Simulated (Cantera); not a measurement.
A freely propagating, adiabatic, planar premixed flame of 18.5 % H₂, 17.1 % O₂, 64.4 % N₂, unburnt at 300 K and 1.68 atm; mixture-averaged transport, grid criteria slope 0.08 and curve 0.16, no radiation.

Detailed kinetics in Cantera: the H2/O2 subset of GRI-Mech 3.0, which has no nitrogen chemistry. Burning velocities carry a grid error of a few per cent, more on coarse grids. Lean hydrogen flames are cellular in practice and burn faster than this planar one.

Task: Predict: laminar burning velocity; thermal thickness; peak x(OH); peak x(HO₂); peak x(H₂O₂); peak x(O).

Result: 
| Property | Result |
|---|---|
| laminar burning velocity | 42.6 cm/s |
| thermal thickness | 0.265 mm |
| peak x(OH) | 0.00398 |
| peak x(HO₂) | 0.000386 |
| peak x(H₂O₂) | 0.000112 |
| peak x(O) | 0.00258 |
